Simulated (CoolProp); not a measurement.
Vapour-liquid equilibrium of R113 (1) + n-heptane (2) at 318.4 K; x and y are mole fractions of (1).

Model: multi-fluid Helmholtz-energy mixture model, Marx 1992 and Span 2003; pair parameters Bell 2016, in CoolProp.

```json
[
 {"x": "0.05", "bubble pressure, mixture model (kPa)": "20.74", "bubble pressure, Raoult's law (kPa)": "19.39", "y, mixture model": "0.287", "y, Raoult's law": "0.242"},
 {"x": "0.125", "bubble pressure, mixture model (kPa)": "28.35", "bubble pressure, Raoult's law (kPa)": "25.26", "y, mixture model": "0.516", "y, Raoult's law": "0.464"},
 {"x": "0.2", "bubble pressure, mixture model (kPa)": "35.54", "bubble pressure, Raoult's law (kPa)": "31.13", "y, mixture model": "0.643", "y, Raoult's law": "0.602"},
 {"x": "0.275", "bubble pressure, mixture model (kPa)": "42.29", "bubble pressure, Raoult's law (kPa)": "37.00", "y, mixture model": "0.724", "y, Raoult's law": "0.697"},
 {"x": "0.35", "bubble pressure, mixture model (kPa)": "48.60", "bubble pressure, Raoult's law (kPa)": "42.86", "y, mixture model": "0.781", "y, Raoult's law": "0.765"},
 {"x": "0.425", "bubble pressure, mixture model (kPa)": "54.50", "bubble pressure, Raoult's law (kPa)": "48.73", "y, mixture model": "0.823", "y, Raoult's law": "0.817"},
 {"x": "0.5", "bubble pressure, mixture model (kPa)": "60.04", "bubble pressure, Raoult's law (kPa)": "54.60", "y, mixture model": "0.856", "y, Raoult's law": "0.858"},
 {"x": "0.575", "bubble pressure, mixture model (kPa)": "65.29", "bubble pressure, Raoult's law (kPa)": "60.47", "y, mixture model": "0.884", "y, Raoult's law": "0.891"},
 {"x": "0.65", "bubble pressure, mixture model (kPa)": "70.33", "bubble pressure, Raoult's law (kPa)": "66.34", "y, mixture model": "0.907", "y, Raoult's law": "0.918"},
 {"x": "0.725", "bubble pressure, mixture model (kPa)": "75.26", "bubble pressure, Raoult's law (kPa)": "72.20", "y, mixture model": "0.928", "y, Raoult's law": "0.941"},
 {"x": "0.8", "bubble pressure, mixture model (kPa)": "80.15", "bubble pressure, Raoult's law (kPa)": "78.07", "y, mixture model": "0.948", "y, Raoult's law": "0.960"},
 {"x": "0.875", "bubble pressure, mixture model (kPa)": "85.10", "bubble pressure, Raoult's law (kPa)": "83.94", "y, mixture model": "0.968", "y, Raoult's law": "0.977"},
 {"x": "0.95", "bubble pressure, mixture model (kPa)": "90.19", "bubble pressure, Raoult's law (kPa)": "89.81", "y, mixture model": "0.987", "y, Raoult's law": "0.991"}
]
```

The largest gap from Raoult's law is +14.3 % in bubble pressure, at x = 0.275. No azeotrope shows between x = 0.05 and 0.95.

The pair parameters rest on a limited set of measurements; away from them the model extrapolates.
